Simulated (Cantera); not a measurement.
# Thermodynamics of roasting and sulfation, feed MgO + SO₂ + CO₂

Feed: 1 mol MgO, 3.6 mol SO₂, 0.052 mol CO₂, equilibrated at 1.00 bar.

These are equilibrium values from Cantera (NASA tables, ideal gas, pure condensed phases), not measurements of a reactor. Candidate condensed phases: C, Mg, MgCO₃, MgO, MgS, MgSO₄, S; 26 gas species. Gases not in the tables: S₃ to S₇. The numbers say what is thermodynamically allowed, not how fast it happens.

At 775 K the condensed part is MgSO₄(s). At 875 K the condensed part is MgO(s) + MgSO₄(s). From 975 K to 1475 K the condensed part is MgO(s).

```csv
T (K),x SO₂,x S₂,x CO₂,x S₈,x S₂O,x SO₃,n MgSO₄(s),n MgO(s)
775,0.904,0.0537,0.0225,0.0123,0.00709,5.20e-9,1.00,0
875,0.977,0.00695,0.0148,3.03e-9,0.00148,4.22e-8,0.113,0.887
975,0.986,1.14e-7,0.0142,<1e-12,3.64e-7,2.16e-6,0,1.000
1075,0.986,9.98e-8,0.0142,<1e-12,3.15e-7,5.82e-6,0,1.00
1175,0.986,7.73e-8,0.0142,<1e-12,2.51e-7,1.38e-5,0,1.00
1275,0.986,5.13e-8,0.0142,<1e-12,1.79e-7,3.00e-5,0,1.00
1375,0.986,3.51e-8,0.0142,<1e-12,1.31e-7,5.88e-5,0,1.00
1475,0.986,2.87e-8,0.0142,<1e-12,1.10e-7,0.000102,0,1.00
```
x: gas mole fraction; n: condensed amount in mol.
